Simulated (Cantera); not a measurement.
Metals in furnace atmospheres: Ti + O2 + CO

Input: 1 mol Ti, 0.39 mol O2, 3.6 mol CO.

Cantera equilibrium calculation (NASA polynomials, part measured and part estimated; ideal gas, pure solids and liquids). Candidate condensed phases: C, Ti, TiC, TiO, TiO2, Ti2O3, Ti3O5, Ti4O7; 15 gas species. Mutual solubility and eutectic melting of coexisting phases are not modelled. TiC, TiO: taken at fixed stoichiometry. Condensed phases not in the tables: Magnéli phases beyond Ti4O7, solid solutions among these carbides, nitrides and lower oxides. Kinetics and transport are ignored.

Stable condensed phases:

```
T in K \ P in Pa
              10      35     120     440    1600    5500   19000   68000  240000  850000 3000000
   1800        A       A       A       B       B       B       B       B       B       C       C
   1750        A       A       B       B       B       B       B       B       D       C       C
   1700        A       A       B       B       B       B       B       B       D       C       C
   1650        A       B       B       B       B       B       B       B       C       C       E
   1600        B       B       B       B       B       B       B       D       C       C       E
   1550        B       B       B       B       B       B       B       C       C       E       F
   1500        B       B       B       B       B       B       D       C       C       E       F
   1450        B       B       B       B       B       B       C       C       E       F       F
   1400        B       B       B       B       B       D       C       E       F       F       F
   1350        B       B       B       B       D       C       E       E       F       F       F
   1300        B       B       B       B       C       C       E       F       F       F       F
   1250        B       B       B       C       C       E       F       F       F       F       F
   1200        B       B       D       C       E       F       F       F       F       F       F
```

A: TiC + TiO; B: TiC + Ti2O3; C: C + Ti3O5; D: TiC + Ti3O5; E: C + Ti4O7; F: C + TiO2.
